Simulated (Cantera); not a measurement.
Input: 1 mol SiH₄, 0.39 mol HCl, 3.1 mol N₂, at 1198 K and 13300 Pa.

Cantera equilibrium calculation (NASA polynomials, part measured and part estimated; ideal gas, pure solids and liquids). Candidate condensed phases: NH₄Cl, Si, Si₃N₄; 28 gas species. N₂ is the only nitrogen source here; it is nearly inert below about 1500 K, so the nitride shown seldom forms there in practice. The numbers say what is thermodynamically allowed, not how fast it happens.

What is the equilibrium state?


- x(N₂): 0.505
- x(H₂): 0.415
- x(HCl): 0.0807
- x(SiCl₄): 3.13e-5
- x(NH₃): 4.88e-6
- x(SiHCl₃): 4.32e-6
- x(SiCl₃): 2.66e-6
- x(SiCl₂): 2.00e-6
- n(Si₃N₄(s)): 0.333 mol
- gas amount: 4.823 mol
- log10 activity of Si(s) (absent): -4.27
